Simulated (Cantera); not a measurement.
**Stirred combustor or abatement burner**

A perfectly stirred reactor is fed with 4.21 % CH4, 19.6 % O2, 76.2 % N2, at 0.770 bar; it is adiabatic with a 750 K inlet, and is followed from long to short residence time, starting on the burning branch (τ in s: 0.14, 0.055, 0.021, 0.0081, 0.0031, 0.0012, 0.00047, 0.00018, 7e-05).

Computed with Cantera and GRI-Mech 3.0 (53 species, 325 reactions).

```tsv
τ (s)	T (K)	x CH4	x O2	x HCN	x CH2	x C2H4	x CO2	x NO2
0.14	1688	1.03e-5	0.111	1.47e-9	1.85e-8	1.10e-9	0.0419	1.73e-8
0.055	1684	1.85e-5	0.111	1.78e-9	4.11e-8	2.21e-9	0.0416	1.43e-8
0.021	1677	3.39e-5	0.111	2.27e-9	8.96e-8	4.18e-9	0.0412	1.02e-8
0.0081	1665	6.21e-5	0.112	3.32e-9	1.85e-7	7.52e-9	0.0405	6.68e-9
0.0031	1645	0.000117	0.112	5.70e-9	3.69e-7	1.42e-8	0.0390	4.32e-9
0.0012	1610	0.000237	0.113	1.07e-8	7.09e-7	3.24e-8	0.0362	2.91e-9
0.00047	1552	0.000565	0.116	2.11e-8	1.40e-6	1.20e-7	0.0309	1.85e-9
0.00018	750	0.0421	0.196	<1e-12	<1e-12	<1e-12	<1e-12	<1e-12
7.0e-5	750	0.0421	0.196	<1e-12	<1e-12	<1e-12	<1e-12	<1e-12
```
x: mole fraction; the columns are a selection and need not sum to one.
